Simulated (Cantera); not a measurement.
A closed system holds: 1 mol SiC, 3.3 mol CO2, 62 mol H2, held at 51.0 Torr.

Equilibrium computed with Cantera from the NASA thermochemical tables; the gas is ideal and each condensed phase is pure. Candidate condensed phases: C, C6H6, C7H8, C8H18, H2O, Si, SiC, SiO2; 123 gas species. The tables hold silica as quartz up to 1696 K and as liquid above; real silica turns to tridymite and cristobalite and melts near 1996 K. Equilibrium is a limit: real reactors are often held back by kinetics, nucleation or transport.

Q: At 1723 K, list the 4 most abundant gas species with their mole fractions, and the condensed phases.

A: H2 0.928, CO 0.0647, H2O 0.00553, SiO 0.00112. Condensed: SiO2(condensed).
